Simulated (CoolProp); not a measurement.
Oxygen along the isotherm -117.25 °C: fugacity coefficient from the reference equation and from simpler models built on Tc = -118.6 °C, pc = 5.046 MPa, ω = 0.022; each cubic takes its own stable root.

The numbers come from the reference Helmholtz-energy equation of state, Schmidt 1985 in CoolProp.

| p (MPa) | phase | reference |
|---|---|---|
| 0.0239 | gas | 0.9985 |
| 0.0351 | gas | 0.9977 |
| 0.0516 | gas | 0.9967 |
| 0.0757 | gas | 0.9951 |
| 0.111 | gas | 0.9929 |
| 0.163 | gas | 0.9895 |
| 0.239 | gas | 0.9847 |
| 0.351 | gas | 0.9775 |
| 0.516 | gas | 0.9670 |
| 0.757 | gas | 0.9517 |
| 1.11 | gas | 0.9293 |
| 1.63 | gas | 0.8966 |
| 2.39 | gas | 0.8491 |
| 3.51 | gas | 0.7791 |
| 5.16 | supercritical | 0.6702 |
| 7.57 | supercritical | 0.5035 |

### Question
How far does each simpler model (van der Waals, Redlich-Kwong, Soave-Redlich-Kwong, Peng-Robinson) lie from the reference over these 16 states: mean and median of the absolute difference, and the worst?

### Answer
- van der Waals: mean 1.1 %, median 0.3 %, worst +6.8 % at -117.25 °C and 7.57 MPa
- Redlich-Kwong: mean 0.2 %, median 0.1 %, worst +1.0 % at -117.25 °C and 7.57 MPa
- Soave-Redlich-Kwong: mean 0.2 %, median 0.1 %, worst +1.0 % at -117.25 °C and 7.57 MPa
- Peng-Robinson: mean 1.0 %, median 0.4 %, worst -3.8 % at -117.25 °C and 5.16 MPa
